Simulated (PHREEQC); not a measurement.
Dissolve 0.0016 mol CaCl2, 0.0069 mol Na2HPO4 and 0.00062 mol NaCl per kg of water at 30 °C. Closed to the air; pH follows from the charge balance.

The numbers come from PHREEQC with the ion-association model, phreeqc.dat.

No solid was allowed to form.

### Question
Estimate the pH, ionic strength, specific conductance.

### Answer
pH 8.23; ionic strength 0.0216 mol/kgw; specific conductance 1620 µS/cm.

### Question
In which forms is P present?

### Answer
HPO4-2 80 %, CaHPO4 9.5 %, H2PO4- 4.8 %, CaPO4- 4.8 %, NaHPO4- 1.3 % of the P.

The solution is supersaturated, for example in Hydroxyapatite, so a real one may precipitate; this is no full list. Complexes and solids missing from the database can't appear.
